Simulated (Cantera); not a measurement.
An isothermal, constant-pressure homogeneous reactor starts with 0.826 % H2, 59.0 % O2, 40.1 % N2, at 1075 K and 0.0133 bar.

Detailed kinetics in Cantera: GRI-Mech 3.0 (53 species, 325 reactions). Radical loss at walls, strong at low pressure, is not modelled.

x: mole fraction; the columns are a selection and need not sum to one.

```json
[
 {"t (s)": "3.00e-5", "x H2": "0.00826", "x O2": "0.590", "x HO2": "9.57e-12", "x OH": "<1e-12", "x H2O2": "<1e-12", "x NO2": "<1e-12", "x H": "8.58e-12"},
 {"t (s)": "0.000214", "x H2": "0.00826", "x O2": "0.590", "x HO2": "6.84e-11", "x OH": "3.18e-11", "x H2O2": "<1e-12", "x NO2": "<1e-12", "x H": "3.83e-11"},
 {"t (s)": "0.00152", "x H2": "0.00826", "x O2": "0.590", "x HO2": "4.94e-10", "x OH": "6.51e-10", "x H2O2": "<1e-12", "x NO2": "<1e-12", "x H": "2.36e-10"},
 {"t (s)": "0.0109", "x H2": "0.00824", "x O2": "0.590", "x HO2": "1.42e-7", "x OH": "8.68e-6", "x H2O2": "4.17e-11", "x NO2": "<1e-12", "x H": "2.77e-6"},
 {"t (s)": "0.0775", "x H2": "3.45e-5", "x O2": "0.585", "x HO2": "1.05e-6", "x OH": "0.000327", "x H2O2": "1.55e-8", "x NO2": "1.48e-12", "x H": "0.000305"},
 {"t (s)": "0.552", "x H2": "?", "x O2": "0.588", "x HO2": "?", "x OH": "?", "x H2O2": "?", "x NO2": "7.72e-12", "x H": "?"},
 {"t (s)": "3.94", "x H2": "?", "x O2": "0.589", "x HO2": "?", "x OH": "?", "x H2O2": "?", "x NO2": "2.75e-11", "x H": "?"},
 {"t (s)": "28.1", "x H2": "5.79e-9", "x O2": "0.589", "x HO2": "3.06e-9", "x OH": "4.55e-6", "x H2O2": "3.37e-10", "x NO2": "3.18e-11", "x H": "8.00e-10"},
 {"t (s)": "200", "x H2": "4.78e-10", "x O2": "0.589", "x HO2": "4.98e-10", "x OH": "1.33e-6", "x H2O2": "3.38e-11", "x NO2": "3.34e-11", "x H": "1.98e-11"}
]
```

**Question.** Complete the blanks.

**Answer.** 
- 0.552, x H2: 4.13e-6
- 0.552, x HO2: 3.87e-7
- 0.552, x OH: 0.000114
- 0.552, x H2O2: 1.28e-8
- 0.552, x H: 1.28e-5
- 3.94, x H2: 1.34e-7
- 3.94, x HO2: 4.30e-8
- 3.94, x OH: 2.13e-5
- 3.94, x H2O2: 3.58e-9
- 3.94, x H: 8.25e-8
